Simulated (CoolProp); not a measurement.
Diethyl ether along the isobar 11700 kPa: density (kg/m³) from the reference equation and from simpler models built on Tc = 467.9 K, pc = 3717 kPa, ω = 0.282; each cubic takes its own stable root.

Values from CoolProp's reference Helmholtz-energy equation of state, Thol 2014.

```tsv
T (K)	phase	reference
423.2	liquid	574.3
433.6	liquid	559.5
444	liquid	544.2
454.4	liquid	528.3
464.8	liquid	511.7
475.2	supercritical	494.5
485.6	supercritical	476.4
496	supercritical	457.5
506.4	supercritical	437.8
516.8	supercritical	417.3
527.2	supercritical	396.2
537.6	supercritical	374.8
548	supercritical	353.5
```

Problem. How far does each simpler model (van der Waals, Redlich-Kwong, Soave-Redlich-Kwong) lie from the reference over these 13 states: mean and median of the absolute difference, and the worst?

Solution. 
- van der Waals: mean 24.9 %, median 26.4 %, worst -32.2 % at 423.2 K and 11700 kPa
- Redlich-Kwong: mean 8.9 %, median 9.8 %, worst -10.5 % at 423.2 K and 11700 kPa
- Soave-Redlich-Kwong: mean 11.0 %, median 11.1 %, worst -12.9 % at 537.6 K and 11700 kPa
